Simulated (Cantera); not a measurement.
Input: 1 mol B, 2.6 mol H2O, 2.1 mol H2, at 1627 °C and 0.640 bar.

Equilibrium computed with Cantera from the NASA thermochemical tables; the gas is ideal and each condensed phase is pure. Candidate condensed phases: B, B2O3, B3O3H3, H2O; 23 gas species. Equilibrium is a limit: real reactors are often held back by kinetics, nucleation or transport.

Base state: H2 0.689, HBO2 0.157, H2O 0.135, B2O3 0.0161, HBO 0.00309, H 0.000823, BO 5.91e-5, (HBO2)3 5.85e-5 (mole fractions); condensed: gas only.

**Question.** What changes in the equilibrium state with this change: temperature from 1627 °C to 1950 °C?

**Answer.** 
| species | before | after |
|---|---|---|
| H2 | 0.689 | 0.678 |
| H2O | 0.135 | 0.144 |
| HBO2 | 0.157 | 0.142 |
| B2O3 | 0.0161 | 0.0202 |
| (HBO2)3 | 5.85e-5 | 3.53e-7 |
| OH | 1.32e-5 | 0.000202 |
| BO | 5.91e-5 | 0.000868 |
| BO2 | 1.86e-5 | 0.000241 |
| H | 0.000823 | 0.00660 |
